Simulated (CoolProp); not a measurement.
Vapour-liquid equilibrium of n-hexane (1) + m-xylene (2) at 0.155 bar; x and y are mole fractions of (1).

Values from CoolProp's multi-fluid Helmholtz-energy mixture model, Thol 2019 and Zhou 2012; pair parameters Bell 2016.

```tsv
x	bubble temperature, mixture model (K)	bubble temperature, Raoult's law (K)	y, mixture model	y, Raoult's law
0.05	343.5	344.2	0.368	0.352
0.15	327.6	330.6	0.718	0.678
0.25	316.9	321.3	0.853	0.816
0.35	309.6	314.5	0.912	0.886
0.45	304.6	309.2	0.942	0.927
0.55	301.2	304.9	0.959	0.953
0.65	298.7	301.3	0.970	0.970
0.75	296.7	298.3	0.978	0.982
0.85	295.0	295.6	0.986	0.991
0.95	293.2	293.3	0.995	0.997
```

The largest gap from Raoult's law is -4.9 K in bubble temperature, at x = 0.35. No azeotrope shows between x = 0.05 and 0.95.

The pair parameters rest on a limited set of measurements; away from them the model extrapolates.
